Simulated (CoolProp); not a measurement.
The numbers come from the reference Helmholtz-energy equation of state, Lemmon 2016 in CoolProp.

Q: For R115, give the phase and the cp (kJ/(kg K)), cv (kJ/(kg K)) at 213.1 K and 0.0485 MPa; 418.9 K and 0.0648 MPa.

A: 
- 213.1 K and 0.0485 MPa: liquid; cp 0.901, cv 0.603
- 418.9 K and 0.0648 MPa: gas; cp 0.857, cv 0.802
